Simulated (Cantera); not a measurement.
A closed system holds: 1 mol BN, 0.18 mol H2O, held at 700 °C and 390 Torr.

Equilibrium computed with Cantera from the NASA thermochemical tables; the gas is ideal and each condensed phase is pure. Candidate condensed phases: B, BN, B2O3, B3O3H3, H2O; 39 gas species. Gases not in the tables: H3BO3. Kinetics and transport are ignored.

Question: What is the equilibrium state?

Answer: 
```json
{
 "x(H2)": "0.747",
 "x(N2)": "0.249",
 "x(H2O)": "0.00370",
 "x(NH3)": "0.000117",
 "x((HBO2)3)": "5.20e-6",
 "x(HBO2)": "1.24e-6",
 "n(BN(s))": "0.881 mol",
 "n(B2O3(l))": "0.0597 mol",
 "gas_amount": "0.2397 mol",
 "log10 activity of B(s) (absent)": "-8.42",
 "log10 activity of B3O3H3(s) (absent)": "-14.91"
}
```
